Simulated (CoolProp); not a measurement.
Saturation properties of CHF3 (R23) (Tc = 26.1 °C, pc = 4.832 MPa, ω = 0.263).

Model: reference Helmholtz-energy equation of state, Penoncello 2003, in CoolProp.

```
T (°C)    p (MPa)  vapour density (kg/m³)  enthalpy of vaporisation (kJ/kg)  surface tension (mN/m)  vapour viscosity (µPa s)
-------  --------  ----------------------  --------------------------------  ----------------------  ------------------------
-130.85  0.001870                  0.1110                             275.7                    26.3                      6.75
-122.05  0.004807                  0.2696                             269.5                    24.5                      7.25
-113.25   0.01096                  0.5833                             263.2                    22.8                      7.75
-104.45   0.02261                   1.148                             256.7                    21.1                      8.24
-95.65    0.04293                   2.088                             250.1                    19.5                      8.72
-86.85    0.07599                   3.561                             243.3                    17.8                      9.21
-78.05     0.1268                   5.755                             236.1                    16.1                      9.69
-69.25     0.2011                   8.893                             228.5                    14.5                      10.2
-60.45     0.3056                   13.24                             220.4                    12.8                      10.6
-51.65     0.4475                   19.13                             211.7                    11.2                      11.1
-42.85     0.6348                   26.94                             202.3                    9.65                      11.6
-34.05     0.8759                   37.21                             191.9                    8.12                      12.2
-25.25      1.180                   50.64                             180.4                    6.63                      12.7
```

It boils at -82.0 °C under 1 atm.

Viscosity comes from a separate model (Shan 2000). Surface tension comes from a separate correlation (Mulero 2012).
